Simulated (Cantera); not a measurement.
Catalytic stagnation flow on Pt

A jet of 2.23 % H2, 13.8 % O2, 84.0 % N2, equivalence ratio 0.081 at 300 K and 0.390 bar hits a platinum plate 4.8 cm away at a mass flux of 0.046 kg/m²/s; the plate temperature is set and raised in steps from an oxygen-covered start.

Computed with Cantera and Deutschmann's 1995 Pt surface mechanism with GRI-Mech 3.0 gas chemistry. Catalytic surfaces can have several steady states; this one follows from the mechanism file's or the stated starting coverage.

```json
[
 {"plate T (K)": "600", "wall x H2": "0.00134", "wall x O2": "0.116", "wall x H2O": "0.0407", "wall x OH": "<1e-8", "θ free Pt": "0.0191", "θ O*": "0.973", "θ OH*": "0.00745"},
 {"plate T (K)": "650", "wall x H2": "0.00132", "wall x O2": "0.116", "wall x H2O": "0.0405", "wall x OH": "<1e-8", "θ free Pt": "0.0203", "θ O*": "0.975", "θ OH*": "0.00503"},
 {"plate T (K)": "700", "wall x H2": "0.00121", "wall x O2": "0.116", "wall x H2O": "0.0405", "wall x OH": "<1e-8", "θ free Pt": "0.0233", "θ O*": "0.973", "θ OH*": "0.00373"},
 {"plate T (K)": "750", "wall x H2": "0.000901", "wall x O2": "0.115", "wall x H2O": "0.0409", "wall x OH": "<1e-8", "θ free Pt": "0.0328", "θ O*": "0.964", "θ OH*": "0.00320"},
 {"plate T (K)": "800", "wall x H2": "0.000576", "wall x O2": "0.115", "wall x H2O": "0.0413", "wall x OH": "<1e-8", "θ free Pt": "0.0540", "θ O*": "0.943", "θ OH*": "0.00307"},
 {"plate T (K)": "850", "wall x H2": "0.000370", "wall x O2": "0.115", "wall x H2O": "0.0415", "wall x OH": "<1e-8", "θ free Pt": "0.0877", "θ O*": "0.909", "θ OH*": "0.00299"}
]
```
x: mole fraction at the wall; θ: surface coverage.
